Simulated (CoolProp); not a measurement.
Model: reference Helmholtz-energy equation of state, Gao 2020, in CoolProp.

Question: For ammonia, give the phase and the cp (kJ/(kg K)), speed of sound (m/s), Joule-Thomson coefficient (K/MPa), viscosity (µPa s) at 421.1 K and 0.161 MPa; 545.2 K and 0.161 MPa; 565.9 K and 0.161 MPa.

Answer: 
- 421.1 K and 0.161 MPa: gas; cp 2.33, speed of sound 509, Joule-Thomson coefficient 9.17, viscosity 14.8
- 545.2 K and 0.161 MPa: gas; cp 2.55, speed of sound 573, Joule-Thomson coefficient 4.42, viscosity 19.6
- 565.9 K and 0.161 MPa: gas; cp 2.59, speed of sound 583, Joule-Thomson coefficient 3.98, viscosity 20.4

Viscosity comes from a separate model (Fenghour 1995).
